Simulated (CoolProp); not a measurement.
Vapour-liquid equilibrium of cyclohexane (1) + o-xylene (2) at 0.0718 MPa; x and y are mole fractions of (1).

Values from CoolProp's multi-fluid Helmholtz-energy mixture model, Zhou 2014 and Zhou 2012; pair parameters Bell 2016.

```tsv
x	bubble temperature, mixture model (K)	bubble temperature, Raoult's law (K)	y, mixture model	y, Raoult's law
0.05	395.5	398.0	0.272	0.225
0.15	381.4	386.5	0.574	0.513
0.25	371.7	377.4	0.723	0.680
0.35	364.8	370.1	0.807	0.784
0.45	359.6	364.0	0.860	0.853
0.55	355.6	358.9	0.897	0.901
0.65	352.2	354.5	0.925	0.935
0.75	349.3	350.7	0.948	0.960
0.85	346.6	347.3	0.969	0.979
0.95	344.1	344.2	0.990	0.994
```

The largest gap from Raoult's law is -5.7 K in bubble temperature, at x = 0.25. No azeotrope shows between x = 0.05 and 0.95.

The pair parameters rest on a limited set of measurements; away from them the model extrapolates.
